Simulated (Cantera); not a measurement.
# C₂H₅OH + CO₂ + N₂ (carbon deposition, reforming and gasification)

Input: 1 mol C₂H₅OH, 0.033 mol CO₂, 14 mol N₂, held at 0.0133 bar.

These are equilibrium values from Cantera (NASA tables, ideal gas, pure condensed phases), not measurements of a reactor. Candidate condensed phases: C, C₆H₆, C₇H₈, C₈H₁₈, H₂O; 136 gas species. Rates play no part.

From 375 °C to 1875 °C the condensed part is C(graphite). The main C-bearing gas is CO₂ at 375 °C and CO at 1875 °C. The share of C in condensed phases is highest at 375 °C (76.8 %) and lowest at 1875 °C (38.7 %).

```json
[
 {"T (°C)": "375", "x N₂": "0.812", "x H₂": "0.135", "x CO": "0.00515", "x H₂O": "0.0256", "x CO₂": "0.0155", "x H": "<1e-12", "x HCN": "2.75e-10", "n C(graphite)": "1.56"},
 {"T (°C)": "525", "x N₂": "0.780", "x H₂": "0.163", "x CO": "0.0498", "x H₂O": "0.00267", "x CO₂": "0.00348", "x H": "9.33e-12", "x HCN": "3.18e-8", "n C(graphite)": "1.07"},
 {"T (°C)": "675", "x N₂": "0.775", "x H₂": "0.166", "x CO": "0.0587", "x H₂O": "0.000126", "x CO₂": "8.06e-5", "x H": "1.85e-9", "x HCN": "7.72e-7", "n C(graphite)": "0.970"},
 {"T (°C)": "825", "x N₂": "0.775", "x H₂": "0.166", "x CO": "0.0590", "x H₂O": "1.20e-5", "x CO₂": "4.24e-6", "x H": "8.73e-8", "x HCN": "7.76e-6", "n C(graphite)": "0.967"},
 {"T (°C)": "975", "x N₂": "0.775", "x H₂": "0.166", "x CO": "0.0590", "x H₂O": "2.01e-6", "x CO₂": "4.58e-7", "x H": "1.65e-6", "x HCN": "4.46e-5", "n C(graphite)": "0.966"},
 {"T (°C)": "1125", "x N₂": "0.775", "x H₂": "0.166", "x CO": "0.0590", "x H₂O": "4.94e-7", "x CO₂": "8.13e-8", "x H": "1.67e-5", "x HCN": "0.000175", "n C(graphite)": "0.964"},
 {"T (°C)": "1275", "x N₂": "0.775", "x H₂": "0.166", "x CO": "0.0590", "x H₂O": "1.60e-7", "x CO₂": "2.04e-8", "x H": "0.000109", "x HCN": "0.000526", "n C(graphite)": "0.957"},
 {"T (°C)": "1425", "x N₂": "0.774", "x H₂": "0.165", "x CO": "0.0590", "x H₂O": "6.34e-8", "x CO₂": "6.64e-9", "x H": "0.000509", "x HCN": "0.00130", "n C(graphite)": "0.942"},
 {"T (°C)": "1575", "x N₂": "0.773", "x H₂": "0.164", "x CO": "0.0590", "x H₂O": "2.91e-8", "x CO₂": "2.61e-9", "x H": "0.00186", "x HCN": "0.00274", "n C(graphite)": "0.914"},
 {"T (°C)": "1725", "x N₂": "0.770", "x H₂": "0.160", "x CO": "0.0588", "x H₂O": "1.48e-8", "x CO₂": "1.19e-9", "x H": "0.00556", "x HCN": "0.00513", "n C(graphite)": "0.864"},
 {"T (°C)": "1875", "x N₂": "0.765", "x H₂": "0.153", "x CO": "0.0586", "x H₂O": "8.10e-9", "x CO₂": "6.08e-10", "x H": "0.0141", "x HCN": "0.00867", "n C(graphite)": "0.786"}
]
```
x: gas mole fraction; n: condensed amount in mol.
